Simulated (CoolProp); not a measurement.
Properties of R114 at several states (Tc = 147.5 °C, pc = 3.352 MPa, ω = 0.252).

The numbers come from the reference Helmholtz-energy equation of state, Platzer 1990 in CoolProp. This equation is an older, rougher fit.

```csv
T (°C),p (MPa),phase,cp (kJ/(kg K)),speed of sound (m/s),expansivity (1/kK)
145.45,0.0383,gas,0.8077,146.7,2.420
88.85,0.396,gas,0.7803,128.8,3.463
156.95,0.0775,gas,0.8178,148.2,2.382
```
